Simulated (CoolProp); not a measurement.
Neopentane at several states: density (kg/m³) from the reference equation and from simpler models built on Tc = 160.6 °C, pc = 3.196 MPa, ω = 0.196; each cubic takes its own stable root.

Computed with CoolProp (reference Helmholtz-energy equation of state, Lemmon 2006). It is a short technical equation, of lower accuracy than the large ones.

```
T (°C)  p (MPa)   phase  reference  Redlich-Kwong  Peng-Robinson
------  -------  ------  ---------  -------------  -------------
65.95     0.272     gas      7.460          7.411          7.474
224.15   0.0844     gas      1.481          1.482          1.482
67.95     0.639  liquid      532.6          19.18          559.1
130.65     0.68     gas      16.19          16.15          16.35
246.15   0.0563     gas     0.9439         0.9441         0.9444
41.15     0.109     gas      3.113          3.100          3.112
```

At some of these states Redlich-Kwong gives the other phase, because its saturation line lies elsewhere.
